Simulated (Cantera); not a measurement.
N2O furnace oxynitridation

A perfectly stirred reactor is fed with N2O : O2 = 1 : 0.51 (molar parts), at 0.660 bar; it is held at 1525 K, and followed from long to short residence time.

Computed with Cantera and GRI-Mech 3.0 (53 species, 325 reactions). GRI-Mech 3.0 was tuned for natural gas; its chemistry of N2O as a main component is partial and can be far from experiment. The temperature is held fixed by assumption; the heat of reaction is taken as removed at once.

| τ (s) | x N2O | x O2 | x O | x N2 | x NO2 | x NO |
|---|---|---|---|---|---|---|
| 11 | 0.00164 | 0.488 | 1.09e-5 | 0.482 | 0.000151 | 0.0282 |
| 2.9 | 0.00577 | 0.479 | 1.79e-5 | 0.472 | 0.000214 | 0.0432 |
| 0.78 | 0.0189 | 0.466 | 2.97e-5 | 0.452 | 0.000295 | 0.0633 |
| 0.21 | 0.0576 | 0.447 | 4.68e-5 | 0.413 | 0.000368 | 0.0819 |
| 0.055 | 0.160 | 0.420 | 6.61e-5 | 0.335 | 0.000366 | 0.0841 |
| 0.015 | 0.343 | 0.387 | 7.93e-5 | 0.210 | 0.000248 | 0.0591 |
| 0.0039 | 0.530 | 0.358 | 8.53e-5 | 0.0868 | 9.76e-5 | 0.0255 |
| 0.0010 | 0.622 | 0.344 | 8.69e-5 | 0.0263 | 2.25e-5 | 0.00783 |
| 0.00027 | 0.651 | 0.339 | 8.61e-5 | 0.00742 | 3.29e-6 | 0.00219 |
x: mole fraction; the columns are a selection and need not sum to one.
